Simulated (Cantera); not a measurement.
What does this Cantera script print?

```python
import numpy as np
import cantera as ct

gas = ct.Solution("h2o2.yaml")
gas.TPX = 575, 11000, {'H2': 1, 'O2': 0.649, 'N2': 2.44}
flame = ct.FreeFlame(gas, width=0.19)
flame.set_refine_criteria(ratio=3, slope=0.08, curve=0.16)
flame.transport_model = "mixture-averaged"
flame.solve(loglevel=0, auto=True)
z, T = flame.grid, flame.T
thick = (T[-1] - T[0]) / np.gradient(T, z).max()
show = ['H2', 'O2', 'OH', 'H2O2', 'HO2', 'H']
print(f"laminar burning velocity  {flame.velocity[0] * 100:.3f} cm/s")
print(f"burnt temperature         {T[-1]:.1f} K")
print(f"thermal thickness         {thick * 1e3:.4f} mm")
print(f"grid points               {len(z)}")
z0 = z[flame.heat_release_rate.argmax()]
print(f"{'z/mm':>9s}{'T/K':>9s}{'u/(m/s)':>9s}" + "".join(f"{s:>11s}" for s in show))
rows = []
for k in (-3, -2, -1.5, -1, -0.5, -0.25, 0, 0.25, 0.5, 1, 2, 4, 8):
    zz = z0 + k * thick
    rows.append([k * thick, np.interp(zz, z, T), np.interp(zz, z, flame.velocity),
                 *(np.interp(zz, z, flame.X[gas.species_index(s)]) for s in show)])
    print(f"{rows[-1][0] * 1e3:9.3f}{rows[-1][1]:9.1f}{rows[-1][2]:9.3f}" + "".join(f"{x:11.3e}" for x in rows[-1][3:]))
```

It prints:

```
laminar burning velocity  461.018 cm/s
burnt temperature         2260.1 K
thermal thickness         8.1843 mm
grid points               136
     z/mm      T/K  u/(m/s)         H2         O2         OH       H2O2        HO2          H
  -24.553    575.0    4.610  2.446e-01  1.587e-01  4.871e-19  5.521e-17  2.850e-14  3.125e-16
  -16.369    575.0    4.610  2.446e-01  1.587e-01  2.238e-15  6.227e-16  2.822e-11  1.869e-12
  -12.276    575.0    4.610  2.446e-01  1.587e-01  1.158e-13  2.846e-14  1.034e-09  1.054e-10
   -8.184    575.0    4.610  2.446e-01  1.587e-01  1.530e-10  7.611e-11  2.645e-07  9.120e-08
   -4.092    581.3    4.655  2.432e-01  1.587e-01  2.231e-05  6.186e-07  4.793e-05  2.056e-04
   -2.046    691.8    5.481  2.234e-01  1.558e-01  2.903e-04  9.494e-07  3.399e-05  6.154e-03
    0.000   1057.1    8.126  1.092e-01  1.159e-01  2.678e-03  6.532e-07  1.499e-05  4.898e-02
    2.046   1329.6   10.096  3.246e-02  6.459e-02  7.349e-03  8.480e-07  7.160e-06  6.596e-02
    4.092   1450.9   10.941  2.827e-02  5.800e-02  9.678e-03  6.603e-07  5.462e-06  5.727e-02
    8.184   1588.5   11.868  2.818e-02  5.464e-02  1.233e-02  3.962e-07  4.231e-06  4.502e-02
   16.369   1738.3   12.847  2.668e-02  5.132e-02  1.484e-02  2.047e-07  3.197e-06  3.259e-02
   32.737   1888.2   13.797  2.335e-02  4.816e-02  1.651e-02  1.085e-07  2.352e-06  2.143e-02
   65.474   2028.3   14.659  1.848e-02  4.535e-02  1.678e-02  6.534e-08  1.743e-06  1.246e-02
```

Computed with Cantera and the H2/O2 subset of GRI-Mech 3.0, which has no nitrogen chemistry. Burning velocities carry a grid error of a few per cent, more on coarse grids.
